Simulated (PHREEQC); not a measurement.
**Brackish or sea water (model solution)**

Model water analysis in mg/kgw, 25 °C, pH 6.47: Na 4050; K 306; Ca 107; Mg 138; Cl 3320; S(6) as SO4 180; Alkalinity as HCO3 113; Si as SiO2 51.7.

Valence states are taken as typed.

Model: Pitzer model, pitzer.dat, run in PHREEQC.

* **ionic strength**: 0.160 mol/kgw
* **specific conductance**: 14100 µS/cm
* **density**: 1.004 g/cm³
* **osmotic coefficient**: 0.913
* **charge-balance error**: 33.8 %

```
species  molality  activity   log γ
-------  --------  --------  ------
Na+         0.176     0.135  -0.117
Cl-        0.0936    0.0687  -0.135
K+        0.00783   0.00586  -0.126
Mg+2      0.00568   0.00169  -0.526
Ca+2      0.00267  0.000777  -0.536
SO4-2     0.00187  0.000451  -0.619
HCO3-     0.00185   0.00158  -0.069
CO2       0.00114   0.00118   0.014
H4SiO4   0.000860  0.000881   0.010
CO3-2     7.95e-7   2.13e-7  -0.571
H3SiO4-   5.83e-7   3.83e-7  -0.182
H+        4.31e-7   3.39e-7  -0.104
MgCO3     3.06e-7   3.06e-7   0.000
```

Precipitation was switched off in this run. Species that the database lacks are ignored.
